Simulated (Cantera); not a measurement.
An isothermal, constant-pressure homogeneous reactor starts with 4.49 % CH4, 95.5 % H2, at 2023 K and 10.00 Torr.

Detailed kinetics in Cantera: GRI-Mech 3.0 (53 species, 325 reactions). GRI-Mech 3.0 stops at C3 and has no aromatics, soot or wall deposition, so with more carbon than oxygen in the feed, carbon stays in small species such as C2H2 where larger ones or solid carbon would form. Radical loss at walls, strong at low pressure, is not modelled.

x: mole fraction; the columns are a selection and need not sum to one.

```json
[
 {"t (s)": "0.000300", "x CH4": "0.0447", "x H2": "0.955", "x C2H4": "2.33e-7", "x C2H": "<1e-12", "x CH3": "?"},
 {"t (s)": "0.000911", "x CH4": "0.0442", "x H2": "0.954", "x C2H4": "6.02e-6", "x C2H": "1.39e-11", "x CH3": "?"},
 {"t (s)": "0.00277", "x CH4": "0.0427", "x H2": "0.953", "x C2H4": "9.05e-5", "x C2H": "3.91e-9", "x CH3": "?"},
 {"t (s)": "0.00840", "x CH4": "0.0346", "x H2": "0.954", "x C2H4": "0.000256", "x C2H": "3.05e-7", "x CH3": "?"},
 {"t (s)": "0.0255", "x CH4": "0.0159", "x H2": "0.962", "x C2H4": "8.68e-5", "x C2H": "1.88e-6", "x CH3": "?"},
 {"t (s)": "0.0775", "x CH4": "0.00398", "x H2": "0.967", "x C2H4": "1.02e-5", "x C2H": "3.70e-6", "x CH3": "?"},
 {"t (s)": "0.235", "x CH4": "0.000698", "x H2": "0.966", "x C2H4": "2.27e-6", "x C2H": "5.33e-6", "x CH3": "?"},
 {"t (s)": "0.714", "x CH4": "0.000127", "x H2": "0.964", "x C2H4": "1.71e-6", "x C2H": "6.62e-6", "x CH3": "?"},
 {"t (s)": "2.17", "x CH4": "3.47e-5", "x H2": "0.962", "x C2H4": "1.62e-6", "x C2H": "7.21e-6", "x CH3": "?"},
 {"t (s)": "6.59", "x CH4": "2.45e-5", "x H2": "0.962", "x C2H4": "1.61e-6", "x C2H": "7.25e-6", "x CH3": "8.11e-6"},
 {"t (s)": "20.0", "x CH4": "2.44e-5", "x H2": "0.962", "x C2H4": "1.61e-6", "x C2H": "7.25e-6", "x CH3": "8.08e-6"}
]
```

### Question
Complete the blanks.

### Answer

- 0.000300, x CH3: 0.000202
- 0.000911, x CH3: 0.000605
- 0.00277, x CH3: 0.00176
- 0.00840, x CH3: 0.00358
- 0.0255, x CH3: 0.00231
- 0.0775, x CH3: 0.000749
- 0.235, x CH3: 0.000173
- 0.714, x CH3: 3.84e-5
- 2.17, x CH3: 1.14e-5
